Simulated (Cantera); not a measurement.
A closed system holds: 1 mol Cu₂O, 2.2 mol CH₄, 0.42 mol CO, at 977 °C and 97.0 Pa.

Equilibrium computed with Cantera from the NASA thermochemical tables; the gas is ideal and each condensed phase is pure. Candidate condensed phases: C, C₆H₆, C₇H₈, C₈H₁₈, Cu, CuO, Cu(OH)₂, Cu₂O, H₂O; 113 gas species. Equilibrium is a limit: real reactors are often held back by kinetics, nucleation or transport.

Base state: H₂ 0.756, CO 0.244, Cu 4.78e-5, H 1.35e-5 (mole fractions); condensed: C(graphite) + Cu(s).

What changes in the equilibrium state with this change: CH₄ from 2.2 to 0.64 mol?


| species | before | after |
|---|---|---|
| H₂ | 0.756 | 0.449 |
| CO | 0.244 | 0.397 |
| H₂O | 2.69e-6 | 0.0982 |
| CO₂ | 5.56e-7 | 0.0556 |
| Cu | 4.78e-5 | 4.78e-5 |
| H | 1.35e-5 | 1.04e-5 |
| C(graphite), mol | 1.20 | 0 |
| Cu(s), mol | 2.00 | 2.00 |
